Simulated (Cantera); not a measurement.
Charge: 1 mol SiC, 0.014 mol N₂O, 8.6 mol N₂, held at 2098 K and 0.100 bar.

These are equilibrium values from Cantera (NASA tables, ideal gas, pure condensed phases), not measurements of a reactor. Candidate condensed phases: C, Si, SiC, SiO₂, Si₂N₂O, Si₃N₄; 34 gas species. The tables' values for SiN are old estimates; treat these amounts as uncertain. Kinetics and transport are ignored.

Base state: N₂ 0.998, CO 0.00116, Si 0.000592, SiO 0.000460, SiN 3.89e-5, Si₂C 2.40e-5, Si₂N 2.12e-5 (mole fractions); condensed: SiC(s).

Q: What changes in the equilibrium state with this change: SiC replaced by Si₃N₄?

A: 
| species | before | after |
|---|---|---|
| N₂ | 0.998 | 0.997 |
| SiO | 0.000460 | 0.00132 |
| Si | 0.000592 | 0.00131 |
| CO | 0.00116 | 0 |
| Si₂C | 2.40e-5 | 0 |
| Si₂ | 3.48e-6 | 1.69e-5 |
| Si₂N | 2.12e-5 | 0.000103 |
| SiN | 3.89e-5 | 8.59e-5 |
| SiC(s), mol | 0.990 | 0 |
| Si(l), mol | 0 | 2.97 |
